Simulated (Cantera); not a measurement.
**Hydrocarbon pyrolysis for carbon deposition**

An isothermal, constant-pressure homogeneous reactor starts with C2H6 : N2 = 1 : 12 (molar parts), at 1300 K and 1.73 Torr.

Detailed kinetics in Cantera: GRI-Mech 3.0 (53 species, 325 reactions). GRI-Mech 3.0 stops at C3 and has no aromatics, soot or wall deposition, so with more carbon than oxygen in the feed, carbon stays in small species such as C2H2 where larger ones or solid carbon would form. Radical loss at walls, strong at low pressure, is not modelled.

```
t (s)       x C2H6     x HCN     x CH3      x H2     x CH2      x H    x C2H2
--------  --------  --------  --------  --------  --------  -------  --------
0.000700    0.0769    <1e-12   4.59e-5   1.04e-7  1.12e-10  5.77e-8    <1e-12
0.00283     0.0768    <1e-12  0.000176   8.70e-6   5.20e-9  1.12e-6  1.45e-10
0.0114      0.0758  3.19e-10  0.000609  0.000487   1.14e-7  1.30e-5   3.27e-7
0.0463      0.0649   9.52e-9   0.00194   0.00779   6.69e-7  3.85e-5  0.000124
0.187       0.0214   3.41e-8   0.00173    0.0381   7.56e-7  6.87e-5   0.00492
0.756     0.000590   4.83e-8  0.000248    0.0662   5.96e-8  3.19e-5    0.0233
3.06       1.57e-5   4.83e-8   4.70e-5    0.0779   2.54e-9  7.18e-6    0.0350
12.4       1.00e-6   4.79e-8   1.33e-5    0.0855  2.08e-10  2.21e-6    0.0429
50.0       4.87e-7   4.75e-8   9.97e-6    0.0933  1.17e-10  1.81e-6    0.0510
```
x: mole fraction; the columns are a selection and need not sum to one.

Equilibrium at this temperature and pressure: C2H6 4.54e-10, HCN 0.0652, CH3 2.63e-7, H2 0.133, CH2 1.02e-11, H 8.47e-6, C2H2 0.0340 (gas phase only).
